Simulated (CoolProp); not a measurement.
A single-stage vapour-compression cycle with carbonyl sulfide: evaporating at 211.15 K (dew point), condensing at 281.15 K (bubble point), superheat 8 K, subcooling 5 K, compressor efficiency 0.8, no pressure losses. Each further row changes one setting.

Computed with CoolProp (reference Helmholtz-energy equation of state, Lemmon 2006). It is a short technical equation, of lower accuracy than the large ones.

```json
[
 {"case": "as stated", "cooling COP": "1.83", "pressure ratio": "14.5", "discharge temperature (K)": "414.4", "refrigerating effect (kJ/kg)": "242", "volumetric capacity (kJ/m³)": "460"},
 {"case": "evaporating temperature 216.15 K", "cooling COP": "2.07", "pressure ratio": "11.2", "discharge temperature (K)": "400.3", "refrigerating effect (kJ/kg)": "245", "volumetric capacity (kJ/m³)": "588"},
 {"case": "condensing temperature 276.15 K", "cooling COP": "2.01", "pressure ratio": "12.6", "discharge temperature (K)": "402.2", "refrigerating effect (kJ/kg)": "249", "volumetric capacity (kJ/m³)": "472"},
 {"case": "subcooling 10 K", "cooling COP": "1.88", "pressure ratio": "14.5", "discharge temperature (K)": "414.4", "refrigerating effect (kJ/kg)": "249", "volumetric capacity (kJ/m³)": "472"},
 {"case": "superheat 18 K", "cooling COP": "1.80", "pressure ratio": "14.5", "discharge temperature (K)": "429.6", "refrigerating effect (kJ/kg)": "249", "volumetric capacity (kJ/m³)": "450"},
 {"case": "compressor efficiency 0.7", "cooling COP": "1.60", "pressure ratio": "14.5", "discharge temperature (K)": "437.9", "refrigerating effect (kJ/kg)": "242", "volumetric capacity (kJ/m³)": "460"}
]
```
